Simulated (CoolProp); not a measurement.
c-C4F8 (RC318) along the isobar 5.93 bar: Z from the reference equation and from simpler models built on Tc = 115.2 °C, pc = 27.78 bar, ω = 0.355; each cubic takes its own stable root.

Model: reference Helmholtz-energy equation of state, Platzer 1990, in CoolProp. This equation is an older, rougher fit; its heat capacities, sound speeds and derivatives of the liquid may be far off and weren't checked against measurements.

```json
[
 {"T (°C)": "40.65", "phase": "liquid", "reference": "0.03172"},
 {"T (°C)": "59.25", "phase": "gas", "reference": "0.8631"},
 {"T (°C)": "77.85", "phase": "gas", "reference": "0.8901"},
 {"T (°C)": "96.45", "phase": "gas", "reference": "0.9100"},
 {"T (°C)": "115.15", "phase": "gas", "reference": "0.9255"},
 {"T (°C)": "133.75", "phase": "gas", "reference": "0.9376"},
 {"T (°C)": "152.35", "phase": "gas", "reference": "0.9473"},
 {"T (°C)": "170.95", "phase": "gas", "reference": "0.9553"},
 {"T (°C)": "189.65", "phase": "gas", "reference": "0.9620"},
 {"T (°C)": "208.25", "phase": "gas", "reference": "0.9675"},
 {"T (°C)": "226.85", "phase": "gas", "reference": "0.9722"}
]
```

**Question.** How far does each simpler model (van der Waals, Soave-Redlich-Kwong) lie from the reference over these 11 states: mean and median of the absolute difference, and the worst?

**Answer.** 
- van der Waals: mean 244.9 %, median 0.7 %, worst +2682.5 % at 40.65 °C and 5.93 bar
- Soave-Redlich-Kwong: mean 0.9 %, median 0.1 %, worst +8.1 % at 40.65 °C and 5.93 bar

At some of these states van der Waals gives the other phase, because its saturation line lies elsewhere.
